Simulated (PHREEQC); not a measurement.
H2SO4 is added in steps, without added water, to 1 kg of water holding 9 mmol/kgw HF and 0.19 mmol/kgw NH3, at 25 °C. O2 is buffered at 0.21 atm. CO2 from the air is kept out. Nothing may precipitate in this run.

Base run: PHREEQC, ion-association model, wateq4f.dat. Each further column changes one thing. The table gives HSO4- (mol/kgw).

```tsv
H2SO4 added (mol)	base	metal-ligand complexes left out	database phreeqc.dat	all activity coefficients set to 1	Debye-Hückel limiting law
0	0	0	0	0	0
0.0001375	2.07e-5	2.07e-5	2.09e-5	2.38e-5	2.04e-5
0.0002292	3.55e-5	3.55e-5	3.59e-5	4.11e-5	3.50e-5
0.0003667	5.95e-5	5.95e-5	6.02e-5	6.93e-5	5.85e-5
0.0005042	8.55e-5	8.55e-5	8.64e-5	…	8.39e-5
0.0005958	0.000104	0.000104	0.000105	…	0.000102
0.0007333	0.000133	0.000133	0.000134	0.000157	0.000130
0.0008708	0.000165	0.000165	0.000166	…	0.000161
0.0009625	0.000186	0.000186	0.000188	…	0.000182
0.0011	0.000221	0.000221	0.000223	0.000264	0.000215
```

Problem. Some entries are withheld; supply them.

Solution. 
- 0.0005042, all activity coefficients set to 1: 0.000100
- 0.0005958, all activity coefficients set to 1: 0.000122
- 0.0008708, all activity coefficients set to 1: 0.000195
- 0.0009625, all activity coefficients set to 1: 0.000222

 phreeqc.dat and wateq4f.dat share most of their constants, so their agreement is no independent check.
